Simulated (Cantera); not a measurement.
Cantera run:

```python
import numpy as np
import cantera as ct

gas_names = [...]  # 92 gases of nasa_gas.yaml made of C, H, N
cond_names = """
    C(gr) C6H6(L) C7H8(L) C8H18(L),n-octa
""".split()


# ... load() reads the species with a 1 bar reference pressure and builds the phases ...
atoms = {
    'C3H8': {'C': 3, 'H': 8},
    'NH3': {'N': 1, 'H': 3},
    'N2': {'N': 2},
}
top_T = {'C(gr)': 4500}  # K; cautious upper limits of use, not melting points


# ... equilibrate(T, P, feed) seeds the gas with the atoms and calls Mixture.equilibrate('TP', solver="vcs", rtol=1e-11, max_steps=5000) ...
results = []
feed = {'C3H8': 1, 'NH3': 0.019, 'N2': 0.17}  # mol
T = 1725  # K
P = 6000  # Pa
mix = equilibrate(T, P, feed)
results.append((T, P, feed, dict(zip(mix.species_names, mix.species_moles))))
x = sorted(zip(gas.X, gas.species_names), reverse=True)
print(f"T = {T:g} K  P = {P:g} Pa  gas = {mix.phase_moles(0):.4g} mol")
print("   x: " + "  ".join(f"{s} {v:.3e}" for v, s in x if v > 0.001))
print("   condensed (mol): " + ("  ".join(f"{mix.phase(i).name} {mix.phase_moles(i):.4g}"
      for i in range(1, mix.n_phases) if mix.phase_moles(i) > 1e-12) or "none"))
```

Output:

```
T = 1725 K  P = 6000 Pa  gas = 4.209 mol
   x: H2 9.560e-01  N2 4.221e-02
   condensed (mol): C(gr) 2.995
```

Method: chemical equilibrium by Gibbs-energy minimisation in Cantera with the NASA 1993 tables (ideal gas, pure condensed phases).
